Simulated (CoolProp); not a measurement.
CH3F (R41) along the isotherm 151.85 °C: density (kg/m³) from the reference equation and from simpler models built on Tc = 44.1 °C, pc = 59.06 bar, ω = 0.200; each cubic takes its own stable root.

Model: reference Helmholtz-energy equation of state, Lemmon 2006, in CoolProp. It is a short technical equation, of lower accuracy than the large ones.

```tsv
p (bar)	phase	reference
29.5	gas	30.65
59.1	supercritical	66.50
88.6	supercritical	108.1
118	supercritical	155.4
148	supercritical	208.4
177	supercritical	260.3
207	supercritical	310.3
236	supercritical	352.3
266	supercritical	389.0
295	supercritical	418.8
```

Problem. How far does each simpler model (ideal gas, van der Waals, Soave-Redlich-Kwong) lie from the reference over these 10 states: mean and median of the absolute difference, and the worst?

Solution. 
- ideal gas: mean 27.3 %, median 31.9 %, worst -35.7 % at 151.85 °C and 207 bar
- van der Waals: mean 7.5 %, median 5.2 %, worst -19.6 % at 151.85 °C and 295 bar
- Soave-Redlich-Kwong: mean 11.9 %, median 13.3 %, worst -19.2 % at 151.85 °C and 295 bar
